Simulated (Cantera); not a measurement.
A Cantera script and what it prints.

```python
import numpy as np
import cantera as ct

gas_names = """
    CL CL2 Si SiCL SiCL2 SiCL3 SiCL4 Si2 Si3
""".split()
cond_names = """
    Si(cr) Si(L)
""".split()


def load(file, names, dense=False):
    # The tables refer to 1 bar. Condensed volumes are neglected.
    table = {s.name: s for s in ct.Species.list_from_file(file)}
    out = []
    for n in names:
        d = dict(table[n].input_data)
        d["thermo"] = dict(d["thermo"], **{"reference-pressure": 1e5})
        if dense:
            d["equation-of-state"] = {"model": "constant-volume", "density": "1e6 g/cm^3"}
        out.append(ct.Species.from_dict(d))
    return out


gas = ct.Solution(thermo="ideal-gas", species=load("nasa_gas.yaml", gas_names))
cond = {s.name: ct.Solution(thermo="fixed-stoichiometry", species=[s], name=s.name)
        for s in load("nasa_condensed.yaml", cond_names, dense=True)}
atoms = {
    'Si': {'Si': 1},
    'Cl2': {'CL': 2},
}
top_T = {}  # K; cautious upper limits of use, not melting points


def equilibrate(T, P, feed):
    n = {}
    for name, mol in feed.items():
        for a, k in atoms[name].items():
            n[a] = n.get(a, 0.0) + k * mol
    gas.TPX = T, P, n
    mass = sum(n.values()) * gas.mean_molecular_weight
    gas.equilibrate("TP")
    valid = [c for c in cond.values() if c.min_temp <= T <= top_T.get(c.name, c.max_temp)]
    mix = ct.Mixture([(gas, mass / gas.mean_molecular_weight)] + [(c, 0.0) for c in valid])
    mix.T, mix.P = T, P
    mix.equilibrate("TP", solver="vcs", rtol=1e-11, max_steps=5000)
    return mix


results = []
feed = {'Si': 1, 'Cl2': 1.2}  # mol
for P in [1, 3.6, 13, 46, 170, 600, 2200, 7700, 28000, 100000]:
    for T in [1098, 1148, 1198, 1248, 1298, 1348, 1398, 1448, 1498, 1548, 1598, 1648]:
        mix = equilibrate(T, P, feed)
        results.append((T, P, feed, dict(zip(mix.species_names, mix.species_moles))))

for T, P, feed, n in results:
    print(f"{T:7g} {P:10.4g}  " + (" + ".join(c for c in cond_names if n.get(c, 0) > 1e-12) or "gas only"))
```

It prints:

```
   1098          1  Si(cr)
   1148          1  gas only
   1198          1  gas only
   1248          1  gas only
   1298          1  gas only
   1348          1  gas only
   1398          1  gas only
   1448          1  gas only
   1498          1  gas only
   1548          1  gas only
   1598          1  gas only
   1648          1  gas only
   1098        3.6  Si(cr)
   1148        3.6  Si(cr)
   1198        3.6  gas only
   1248        3.6  gas only
   1298        3.6  gas only
   1348        3.6  gas only
   1398        3.6  gas only
   1448        3.6  gas only
   1498        3.6  gas only
   1548        3.6  gas only
   1598        3.6  gas only
   1648        3.6  gas only
   1098         13  Si(cr)
   1148         13  Si(cr)
   1198         13  Si(cr)
   1248         13  gas only
   1298         13  gas only
   1348         13  gas only
   1398         13  gas only
   1448         13  gas only
   1498         13  gas only
   1548         13  gas only
   1598         13  gas only
   1648         13  gas only
   1098         46  Si(cr)
   1148         46  Si(cr)
   1198         46  Si(cr)
   1248         46  Si(cr)
   1298         46  gas only
   1348         46  gas only
   1398         46  gas only
   1448         46  gas only
   1498         46  gas only
   1548         46  gas only
   1598         46  gas only
   1648         46  gas only
   1098        170  Si(cr)
   1148        170  Si(cr)
   1198        170  Si(cr)
   1248        170  Si(cr)
   1298        170  Si(cr)
   1348        170  gas only
   1398        170  gas only
   1448        170  gas only
   1498        170  gas only
   1548        170  gas only
   1598        170  gas only
   1648        170  gas only
   1098        600  Si(cr)
   1148        600  Si(cr)
   1198        600  Si(cr)
   1248        600  Si(cr)
   1298        600  Si(cr)
   1348        600  Si(cr)
   1398        600  gas only
   1448        600  gas only
   1498        600  gas only
   1548        600  gas only
   1598        600  gas only
   1648        600  gas only
   1098       2200  Si(cr)
   1148       2200  Si(cr)
   1198       2200  Si(cr)
   1248       2200  Si(cr)
   1298       2200  Si(cr)
   1348       2200  Si(cr)
   1398       2200  Si(cr)
   1448       2200  Si(cr)
   1498       2200  gas only
   1548       2200  gas only
   1598       2200  gas only
   1648       2200  gas only
   1098       7700  Si(cr)
   1148       7700  Si(cr)
   1198       7700  Si(cr)
   1248       7700  Si(cr)
   1298       7700  Si(cr)
   1348       7700  Si(cr)
   1398       7700  Si(cr)
   1448       7700  Si(cr)
   1498       7700  Si(cr)
   1548       7700  gas only
   1598       7700  gas only
   1648       7700  gas only
   1098    2.8e+04  Si(cr)
   1148    2.8e+04  Si(cr)
   1198    2.8e+04  Si(cr)
   1248    2.8e+04  Si(cr)
   1298    2.8e+04  Si(cr)
   1348    2.8e+04  Si(cr)
   1398    2.8e+04  Si(cr)
   1448    2.8e+04  Si(cr)
   1498    2.8e+04  Si(cr)
   1548    2.8e+04  Si(cr)
   1598    2.8e+04  Si(cr)
   1648    2.8e+04  gas only
   1098      1e+05  Si(cr)
   1148      1e+05  Si(cr)
   1198      1e+05  Si(cr)
   1248      1e+05  Si(cr)
   1298      1e+05  Si(cr)
   1348      1e+05  Si(cr)
   1398      1e+05  Si(cr)
   1448      1e+05  Si(cr)
   1498      1e+05  Si(cr)
   1548      1e+05  Si(cr)
   1598      1e+05  Si(cr)
   1648      1e+05  Si(cr)
```

Method: chemical equilibrium by Gibbs-energy minimisation in Cantera with the NASA 1993 tables (ideal gas, pure condensed phases). The tables' values for SiCl3 are old estimates.
